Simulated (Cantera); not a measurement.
A perfectly stirred reactor is fed with CH4 : O2 : N2 = 1 : 4.35 : 16.3 (molar parts), equivalence ratio 0.46, at 0.260 bar; it is adiabatic with a 575 K inlet, and is followed from long to short residence time, starting on the burning branch (τ in s: 0.38, 0.091, 0.022, 0.0053, 0.0013, 0.00031, 7.4e-05, 1.8e-05, 4.3e-06).

Cantera simulation using GRI-Mech 3.0 (53 species, 325 reactions); the numbers are that mechanism's predictions, not measurements.

Predict: blow-out, bracketed by the residence times tried; x(CH4) at τ = 0.380 s; x(O2) at τ = 0.380 s; x(H2O2) at τ = 0.380 s; x(CO) at τ = 0.380 s; x(CO2) at τ = 0.380 s; x(CH4) at τ = 1.30 ms; x(O2) at τ = 1.30 ms; x(H2O2) at τ = 1.30 ms; x(CO) at τ = 1.30 ms; x(CO2) at τ = 1.30 ms.


```json
{
  "blow_out_bracketed_by_the_residence_times_tried": "burning at 1.30 ms, out at 0.310 ms",
  "x(CH4) at τ = 0.380 s": "9.51e-6",
  "x(O2) at τ = 0.380 s": "0.108",
  "x(H2O2) at τ = 0.380 s": "4.71e-8",
  "x(CO) at τ = 0.380 s": "0.000284",
  "x(CO2) at τ = 0.380 s": "0.0459",
  "x(CH4) at τ = 1.30 ms": "0.000601",
  "x(O2) at τ = 1.30 ms": "0.114",
  "x(H2O2) at τ = 1.30 ms": "5.48e-7",
  "x(CO) at τ = 1.30 ms": "0.0116",
  "x(CO2) at τ = 1.30 ms": "0.0334"
}
```
